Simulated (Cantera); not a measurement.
Feed: 1 mol CaO, 3 mol Cl2, 3 mol N2, equilibrated at 133 Pa.

These are equilibrium values from Cantera (NASA tables, ideal gas, pure condensed phases), not measurements of a reactor. Candidate condensed phases: Ca, CaCl2, CaO; 17 gas species. Condensed phases not in the tables: oxide chlorides. Rates play no part.

log p: log10 of the partial pressure in bar; n: condensed amount in mol.

```tsv
T (°C)	log p N2	log p Cl	log p Cl2	log p CaCl2	log p O2	n CaCl2(l)
900	-3.15	-4.13	-3.36	-5.43	-3.93	0.984
950	-3.16	?	-3.40	?	-3.94	0.949
1000	-3.18	-3.74	-3.46	-4.47	-3.96	0.846
1050	-3.22	-3.60	-3.55	-4.05	-3.99	0.560
1100	-3.27	-3.49	-3.70	-3.74	-4.05	0
1150	-3.28	-3.39	-3.84	-3.76	-4.06	0
1200	-3.30	-3.32	-4.01	-3.77	-4.08	0
1250	-3.31	-3.27	?	-3.78	-4.09	0
1300	-3.32	-3.24	-4.43	-3.79	-4.10	0
1350	-3.32	-3.23	-4.65	-3.80	-4.10	0
1400	-3.32	-3.22	-4.88	-3.80	-4.11	0
```

Fill in the missing entries.


- 950, log p Cl: -3.92
- 950, log p CaCl2: -4.93
- 1250, log p Cl2: -4.21
